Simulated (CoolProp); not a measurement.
R365MFC along the isotherm 415.2 K: density (kg/m³) from the reference equation and from simpler models built on Tc = 460.0 K, pc = 3266 kPa, ω = 0.377; each cubic takes its own stable root.

The numbers come from the reference Helmholtz-energy equation of state, Lemmon 2016 in CoolProp.

```csv
p (kPa),phase,reference,van der Waals,Redlich-Kwong,Soave-Redlich-Kwong,Peng-Robinson
408,gas,18.75,18.41,18.61,18.69,18.79
817,gas,40.86,39.13,40.07,40.51,41.00
1220,gas,68.19,62.73,65.40,66.84,68.16
1630,liquid,937.0,91.99,98.76,810.1,918.1
2040,liquid,943.8,132.3,759.2,821.2,929.8
2450,liquid,950.1,570.3,774.4,831.4,940.5
2860,liquid,956.0,585.4,787.8,840.8,950.3
3270,liquid,961.5,597.7,799.8,849.5,959.6
3670,liquid,966.5,608.0,810.4,857.5,968.0
4080,liquid,971.4,617.2,820.5,865.1,976.1
4490,liquid,976.1,625.5,829.8,872.4,983.8
4900,liquid,980.6,633.0,838.5,879.2,991.1
```

At some of these states van der Waals, Redlich-Kwong gives the other phase, because its saturation line lies elsewhere.
